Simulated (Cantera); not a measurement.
Charge: 1 mol CuO, 7.8 mol H2, 36 mol N2, 0.042 mol O2, held at 180000 Pa.

These are equilibrium values from Cantera (NASA tables, ideal gas, pure condensed phases), not measurements of a reactor. Candidate condensed phases: Cu, CuO, Cu(OH)2, Cu2O, H2O; 27 gas species. Kinetics and transport are ignored.

log p: log10 of the partial pressure in bar; n: condensed amount in mol.

```csv
T (°C),log p N2,log p H2,log p H2O,log p Cu,log p H,log p NH3,log p OH,n Cu(s),n Cu(l)
827,0.17,-0.56,-1.35,-9.23,-7.87,-4.25,…,1.00,0
927,0.17,-0.56,-1.35,-7.91,-6.98,-4.47,…,1.00,0
1027,0.17,-0.56,-1.35,-6.80,-6.24,-4.66,…,1.000,0
1127,0.17,-0.56,-1.35,-5.87,-5.59,-4.82,…,0,1.000
1227,0.17,-0.56,-1.35,-5.08,-5.03,-4.96,…,0,1.000
1327,0.17,-0.56,-1.35,-4.40,-4.54,-5.08,…,0,0.999
1427,0.17,-0.56,-1.35,-3.80,-4.11,-5.19,…,0,0.996
```

Problem. Some entries are withheld; supply them.

Solution. 
- 827, log p OH: -11.01
- 927, log p OH: -9.87
- 1027, log p OH: -8.91
- 1127, log p OH: -8.09
- 1227, log p OH: -7.37
- 1327, log p OH: -6.74
- 1427, log p OH: -6.19
